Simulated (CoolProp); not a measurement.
Octamethyltrisiloxane (MDM) along the isobar 3.12 MPa: fugacity coefficient from the reference equation and from simpler models built on Tc = 292.2 °C, pc = 1.438 MPa, ω = 0.528; each cubic takes its own stable root.

The numbers come from the reference Helmholtz-energy equation of state, Thol 2017 in CoolProp.

```
T (°C)          phase  reference
------  -------------  ---------
79.35          liquid   0.003888
107.15         liquid    0.01102
134.95         liquid    0.02577
162.75         liquid    0.05180
190.65         liquid    0.09240
218.45         liquid     0.1490
246.25         liquid     0.2216
274.05         liquid     0.3074
301.85  supercritical     0.4017
```

How far does each simpler model (van der Waals, Soave-Redlich-Kwong, Peng-Robinson) lie from the reference over these 9 states: mean and median of the absolute difference, and the worst?


- van der Waals: mean 423.3 %, median 152.9 %, worst +1871.2 % at 79.35 °C and 3.12 MPa
- Soave-Redlich-Kwong: mean 3.6 %, median 3.8 %, worst +4.7 % at 274.05 °C and 3.12 MPa
- Peng-Robinson: mean 1.6 %, median 1.3 %, worst +4.1 % at 79.35 °C and 3.12 MPa
